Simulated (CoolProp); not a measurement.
Vapour-liquid equilibrium of dimethyl carbonate (1) + n-decane (2) at 365.6 K; x and y are mole fractions of (1).

Values from CoolProp's multi-fluid Helmholtz-energy mixture model, Zhou 2011 and Lemmon 2006; pair parameters Bell 2016.

**Question.** Give the bubble pressure and the first vapour's composition at x = 0.05, 0.15, 0.55. Is there an azeotrope?

**Answer.** x = 0.05: 0.03203 MPa, y = 0.787; x = 0.15: 0.06475 MPa, y = 0.900; x = 0.55: 0.09353 MPa, y = 0.939. No azeotrope shows between x = 0.05 and 0.95.

The pair parameters rest on a limited set of measurements; away from them the model extrapolates. With so large a gap from Raoult's law the liquid may split in two, which this calculation doesn't test in full.
